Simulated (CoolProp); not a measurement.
Values from CoolProp's reference Helmholtz-energy equation of state, Bücker 2006.

Q: For n-butane, give the phase and the cv (kJ/(kg K)), speed of sound (m/s) at 416.9 K and 0.101 MPa.

A: 
- 416.9 K and 0.101 MPa: gas; cv 2.08, speed of sound 250
